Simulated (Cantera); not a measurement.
Input (Python, Cantera) and output of one run.

```python
import numpy as np
import cantera as ct

gas_names = """
    H H2 N NH NH2 NH3 N2 N2H2 N2H4 V VN
""".split()
cond_names = """
    V(cr) V(L) VN(s)
""".split()


def load(file, names, dense=False):
    # The tables refer to 1 bar. Condensed volumes are neglected.
    table = {s.name: s for s in ct.Species.list_from_file(file)}
    out = []
    for n in names:
        d = dict(table[n].input_data)
        d["thermo"] = dict(d["thermo"], **{"reference-pressure": 1e5})
        if dense:
            d["equation-of-state"] = {"model": "constant-volume", "density": "1e6 g/cm^3"}
        out.append(ct.Species.from_dict(d))
    return out


gas = ct.Solution(thermo="ideal-gas", species=load("nasa_gas.yaml", gas_names))
cond = {s.name: ct.Solution(thermo="fixed-stoichiometry", species=[s], name=s.name)
        for s in load("nasa_condensed.yaml", cond_names, dense=True)}
atoms = {
    'V': {'V': 1},
    'NH3': {'N': 1, 'H': 3},
}
top_T = {'VN(s)': 2300}  # K; cautious upper limits of use, not melting points


def equilibrate(T, P, feed):
    n = {}
    for name, mol in feed.items():
        for a, k in atoms[name].items():
            n[a] = n.get(a, 0.0) + k * mol
    gas.TPX = T, P, n
    mass = sum(n.values()) * gas.mean_molecular_weight
    gas.equilibrate("TP")
    valid = [c for c in cond.values() if c.min_temp <= T <= top_T.get(c.name, c.max_temp)]
    mix = ct.Mixture([(gas, mass / gas.mean_molecular_weight)] + [(c, 0.0) for c in valid])
    mix.T, mix.P = T, P
    mix.equilibrate("TP", solver="vcs", rtol=1e-11, max_steps=5000)
    return mix


results = []
feed = {'V': 1, 'NH3': 0.41}  # mol
P = 133.322  # Pa
for T in [1098, 1173, 1248, 1323, 1398, 1473, 1548, 1623, 1698, 1773, 1848, 1923]:
    mix = equilibrate(T, P, feed)
    results.append((T, P, feed, dict(zip(mix.species_names, mix.species_moles))))
    x = sorted(zip(gas.X, gas.species_names), reverse=True)
    print(f"T = {T:g} K  P = {P:g} Pa  gas = {mix.phase_moles(0):.4g} mol")
    print("   x: " + "  ".join(f"{s} {v:.3e}" for v, s in x if v > 1e-05))
    print("   condensed (mol): " + ("  ".join(f"{mix.phase(i).name} {mix.phase_moles(i):.4g}"
          for i in range(1, mix.n_phases) if mix.phase_moles(i) > 1e-12) or "none"))
```

Result:

```
T = 1098 K  P = 133.322 Pa  gas = 0.615 mol
   x: H2 1.000e+00
   condensed (mol): V(cr) 0.59  VN(s) 0.41
T = 1173 K  P = 133.322 Pa  gas = 0.615 mol
   x: H2 1.000e+00
   condensed (mol): V(cr) 0.59  VN(s) 0.41
T = 1248 K  P = 133.322 Pa  gas = 0.615 mol
   x: H2 1.000e+00  H 1.279e-05
   condensed (mol): V(cr) 0.59  VN(s) 0.41
T = 1323 K  P = 133.322 Pa  gas = 0.615 mol
   x: H2 1.000e+00  H 4.343e-05
   condensed (mol): V(cr) 0.59  VN(s) 0.41
T = 1398 K  P = 133.322 Pa  gas = 0.6151 mol
   x: H2 9.998e-01  H 1.296e-04  N2 2.950e-05
   condensed (mol): V(cr) 0.59  VN(s) 0.41
T = 1473 K  P = 133.322 Pa  gas = 0.6152 mol
   x: H2 9.995e-01  H 3.464e-04  N2 1.864e-04
   condensed (mol): V(cr) 0.5902  VN(s) 0.4098
T = 1548 K  P = 133.322 Pa  gas = 0.6159 mol
   x: H2 9.982e-01  N2 9.806e-04  H 8.426e-04
   condensed (mol): V(cr) 0.5912  VN(s) 0.4088
T = 1623 K  P = 133.322 Pa  gas = 0.6183 mol
   x: H2 9.937e-01  N2 4.410e-03  H 1.887e-03
   condensed (mol): V(cr) 0.5955  VN(s) 0.4045
T = 1698 K  P = 133.322 Pa  gas = 0.6271 mol
   x: H2 9.788e-01  N2 1.731e-02  H 3.918e-03
   condensed (mol): V(cr) 0.6117  VN(s) 0.3883
T = 1773 K  P = 133.322 Pa  gas = 0.6571 mol
   x: H2 9.321e-01  N2 6.034e-02  H 7.522e-03  V 3.540e-05
   condensed (mol): V(cr) 0.6693  VN(s) 0.3307
T = 1848 K  P = 133.322 Pa  gas = 0.7651 mol
   x: H2 7.973e-01  N2 1.896e-01  H 1.297e-02  V 1.426e-04
   condensed (mol): V(cr) 0.88  VN(s) 0.1199
T = 1923 K  P = 133.322 Pa  gas = 0.8296 mol
   x: H2 7.303e-01  N2 2.471e-01  H 2.205e-02  V 5.138e-04
   condensed (mol): V(cr) 0.9996
```

These are equilibrium values from Cantera (NASA tables, ideal gas, pure condensed phases), not measurements of a reactor. Mutual solubility and eutectic melting of coexisting phases are not modelled. VN: taken at fixed stoichiometry. Condensed phases not in the tables: V2N, N, O or C dissolved in the metal.
